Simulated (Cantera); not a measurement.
Equilibrium for carbon deposition, reforming and gasification: C₃H₆ + NH₃ + H₂

Charge: 1 mol C₃H₆, 0.011 mol NH₃, a varied amount of H₂, equilibrated at 2600 °C and 2.25 Torr.

Equilibrium computed with Cantera from the NASA thermochemical tables; the gas is ideal and each condensed phase is pure. Candidate condensed phases: C, C₆H₆, C₇H₈, C₈H₁₈; 92 gas species. Equilibrium is a limit: real reactors are often held back by kinetics, nucleation or transport.

```json
[
 {"n(H₂) (mol)": "3.6", "x H": "0.786", "x H₂": "0.168", "x C₃": "0.0252", "x C₂H₂ (acetylene)": "0.00710", "x C": "0.00478", "x C₂H": "0.00473", "x C₂": "0.00250", "x HCN": "0.000516", "n C(graphite)": "1.70"},
 {"n(H₂) (mol)": "4.3", "x H": "0.786", "x H₂": "0.168", "x C₃": "0.0252", "x C₂H₂ (acetylene)": "0.00711", "x C": "0.00478", "x C₂H": "0.00473", "x C₂": "0.00250", "x HCN": "0.000472", "n C(graphite)": "1.56"},
 {"n(H₂) (mol)": "5.2", "x H": "0.786", "x H₂": "0.168", "x C₃": "0.0252", "x C₂H₂ (acetylene)": "0.00711", "x C": "0.00478", "x C₂H": "0.00473", "x C₂": "0.00250", "x HCN": "0.000425", "n C(graphite)": "1.39"},
 {"n(H₂) (mol)": "6.3", "x H": "0.786", "x H₂": "0.168", "x C₃": "0.0252", "x C₂H₂ (acetylene)": "0.00711", "x C": "0.00478", "x C₂H": "0.00473", "x C₂": "0.00250", "x HCN": "0.000379", "n C(graphite)": "1.17"},
 {"n(H₂) (mol)": "7.5", "x H": "0.787", "x H₂": "0.168", "x C₃": "0.0252", "x C₂H₂ (acetylene)": "0.00711", "x C": "0.00478", "x C₂H": "0.00473", "x C₂": "0.00250", "x HCN": "0.000340", "n C(graphite)": "0.936"},
 {"n(H₂) (mol)": "9.1", "x H": "0.787", "x H₂": "0.168", "x C₃": "0.0252", "x C₂H₂ (acetylene)": "0.00711", "x C": "0.00478", "x C₂H": "0.00473", "x C₂": "0.00250", "x HCN": "0.000298", "n C(graphite)": "0.623"},
 {"n(H₂) (mol)": "11", "x H": "0.787", "x H₂": "0.168", "x C₃": "0.0252", "x C₂H₂ (acetylene)": "0.00711", "x C": "0.00478", "x C₂H": "0.00473", "x C₂": "0.00250", "x HCN": "0.000260", "n C(graphite)": "0.252"},
 {"n(H₂) (mol)": "13", "x H": "0.788", "x H₂": "0.169", "x C₃": "0.0240", "x C₂H₂ (acetylene)": "0.00690", "x C": "0.00470", "x C₂H": "0.00458", "x C₂": "0.00242", "x HCN": "0.000230", "n C(graphite)": "0"},
 {"n(H₂) (mol)": "16", "x H": "0.792", "x H₂": "0.170", "x C₃": "0.0199", "x C₂H₂ (acetylene)": "0.00615", "x C": "0.00442", "x C₂H": "0.00406", "x C₂": "0.00213", "x HCN": "0.000195", "n C(graphite)": "0"},
 {"n(H₂) (mol)": "19", "x H": "0.795", "x H₂": "0.172", "x C₃": "0.0169", "x C₂H₂ (acetylene)": "0.00556", "x C": "0.00418", "x C₂H": "0.00365", "x C₂": "0.00191", "x HCN": "0.000170", "n C(graphite)": "0"}
]
```
x: gas mole fraction; n: condensed amount in mol.

From 3.6 mol H₂ to 11 mol H₂ the condensed part is C(graphite). From 13 mol H₂ to 19 mol H₂ nothing is condensed. The main C-bearing gas is C₃ throughout.
